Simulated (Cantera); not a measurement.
Input (Python, Cantera) and output of one run.

```python
import numpy as np
import cantera as ct

gas_names = [...]  # 151 gases of nasa_gas.yaml made of C, H, N, O, Si
cond_names = """
    C(gr) C6H6(L) C7H8(L) C8H18(L),n-octa H2O(s) H2O(L) Si(cr) Si(L) SiC(b) SiO2(Lqz) SiO2(hqz) SiO2(L)
    Si2N2O(s) Si3N4(a)
""".split()


# ... load() reads the species with a 1 bar reference pressure and builds the phases ...
atoms = {
    'SiC': {'Si': 1, 'C': 1},
    'N2O': {'N': 2, 'O': 1},
    'H2': {'H': 2},
}
top_T = {'C(gr)': 4500, 'SiC(b)': 3050, 'Si2N2O(s)': 2100, 'Si3N4(a)': 2400}  # K; cautious upper limits of use, not melting points


# ... equilibrate(T, P, feed) seeds the gas with the atoms and calls Mixture.equilibrate('TP', solver="vcs", rtol=1e-11, max_steps=5000) ...
results = []
T = 1223.15  # K
P = 170  # Pa
for m in [0.056, 0.083, 0.12, 0.18, 0.27, 0.41, 0.61, 0.9, 1.3, 2, 3]:
    feed = {'SiC': 1, 'N2O': m, 'H2': 270}  # mol
    mix = equilibrate(T, P, feed)
    results.append((T, P, feed, dict(zip(mix.species_names, mix.species_moles))))
    x = sorted(zip(gas.X, gas.species_names), reverse=True)
    print(f"T = {T:g} K  P = {P:g} Pa  n(N2O) = {m:g} mol  gas = {mix.phase_moles(0):.4g} mol")
    print("   x: " + "  ".join(f"{s} {v:.3e}" for v, s in x if v > 1e-05))
    print("   condensed (mol): " + ("  ".join(f"{mix.phase(i).name} {mix.phase_moles(i):.4g}"
          for i in range(1, mix.n_phases) if mix.phase_moles(i) > 1e-12) or "none"))
```

It prints:

```
T = 1223.15 K  P = 170 Pa  n(N2O) = 0.056 mol  gas = 270.1 mol
   x: H2 9.997e-01  N2 1.386e-04  CO 1.361e-04
   condensed (mol): SiC(b) 0.9622  Si2N2O(s) 0.01854
T = 1223.15 K  P = 170 Pa  n(N2O) = 0.083 mol  gas = 270.1 mol
   x: H2 9.996e-01  N2 2.046e-04  CO 2.024e-04
   condensed (mol): SiC(b) 0.944  Si2N2O(s) 0.02771
T = 1223.15 K  P = 170 Pa  n(N2O) = 0.12 mol  gas = 270.2 mol
   x: H2 9.994e-01  N2 2.951e-04  CO 2.933e-04
   condensed (mol): SiC(b) 0.919  Si2N2O(s) 0.04021
T = 1223.15 K  P = 170 Pa  n(N2O) = 0.18 mol  gas = 270.2 mol
   x: H2 9.991e-01  N2 4.420e-04  CO 4.406e-04
   condensed (mol): SiC(b) 0.8786  Si2N2O(s) 0.06045
T = 1223.15 K  P = 170 Pa  n(N2O) = 0.27 mol  gas = 270.4 mol
   x: H2 9.987e-01  N2 6.625e-04  CO 6.615e-04  CH4 1.019e-05
   condensed (mol): SiC(b) 0.8181  Si2N2O(s) 0.09075
T = 1223.15 K  P = 170 Pa  n(N2O) = 0.41 mol  gas = 270.5 mol
   x: H2 9.980e-01  N2 1.005e-03  CO 1.005e-03  CH4 1.345e-05
   condensed (mol): SiC(b) 0.724  Si2N2O(s) 0.1378
T = 1223.15 K  P = 170 Pa  n(N2O) = 0.61 mol  gas = 270.8 mol
   x: H2 9.970e-01  CO 1.494e-03  N2 1.494e-03  CH4 1.749e-05
   condensed (mol): SiC(b) 0.5897  Si2N2O(s) 0.205
T = 1223.15 K  P = 170 Pa  n(N2O) = 0.9 mol  gas = 271.2 mol
   x: H2 9.956e-01  CO 2.180e-03  N2 2.179e-03  CH4 2.243e-05
   condensed (mol): C(gr) 0.01868  SiC(b) 0.3827  Si2N2O(s) 0.3085
T = 1223.15 K  P = 170 Pa  n(N2O) = 1.3 mol  gas = 271.6 mol
   x: H2 9.941e-01  CO 2.945e-03  N2 2.943e-03  CH4 2.236e-05
   condensed (mol): C(gr) 0.1926  Si2N2O(s) 0.4999
T = 1223.15 K  P = 170 Pa  n(N2O) = 2 mol  gas = 272.7 mol
   x: H2 9.902e-01  N2 6.112e-03  CO 3.667e-03
   condensed (mol): SiO2(hqz) 0.3314  Si2N2O(s) 0.3334
T = 1223.15 K  P = 170 Pa  n(N2O) = 3 mol  gas = 274 mol
   x: H2 9.854e-01  N2 1.095e-02  CO 3.649e-03
   condensed (mol): SiO2(hqz) 0.9978  Si2N2O(s) 0.0003706
```

Cantera equilibrium calculation (NASA polynomials, part measured and part estimated; ideal gas, pure solids and liquids). Mutual solubility and eutectic melting of coexisting phases are not modelled. The tables hold silica as quartz up to 1696 K and as liquid above; real silica turns to tridymite and cristobalite and melts near 1996 K.
